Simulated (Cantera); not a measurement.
## Thermodynamics of silicon epitaxy and polysilicon growth, feed Si2Cl6 + HCl + N2

A closed system holds: 1 mol Si2Cl6, 0.026 mol HCl, 190 mol N2, held at 1550 K and 0.300 bar.

Equilibrium computed with Cantera from the NASA thermochemical tables; the gas is ideal and each condensed phase is pure. Candidate condensed phases: NH4Cl, Si, Si3N4; 28 gas species. The feed counts by its element totals alone. The tables' values for SiCl3 are old estimates; treat these amounts as uncertain. Kinetics and transport are ignored.

- x(N2) = 0.989
- x(SiCl2) = 0.00402
- x(SiCl4) = 0.00399
- x(SiCl3) = 0.00240
- x(HCl) = 0.000135
- x(Cl) = 2.74e-5
- gas amount = 192.0 mol
- log10 activity of Si(s) (absent) = -2.47
